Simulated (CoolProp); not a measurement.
A Linde-Hampson liquefier for methane: isothermal reversible compression at 250 K from 1 atm to 15 MPa, throttling to 1 atm, return gas leaving the recuperator 2 K below the feed. Each further row changes one setting.

Values from CoolProp's reference Helmholtz-energy equation of state, Setzmann 1991.

```json
[
 {"case": "as stated", "liquid yield per pass": "0.281", "compression work (kJ/kg of gas)": "588"},
 {"case": "high pressure 30 MPa", "liquid yield per pass": "0.349", "compression work (kJ/kg of gas)": "653"},
 {"case": "warm-end temperature 280 K", "liquid yield per pass": "0.192", "compression work (kJ/kg of gas)": "682"},
 {"case": "warm-end gap 7 K", "liquid yield per pass": "0.271", "compression work (kJ/kg of gas)": "588"}
]
```
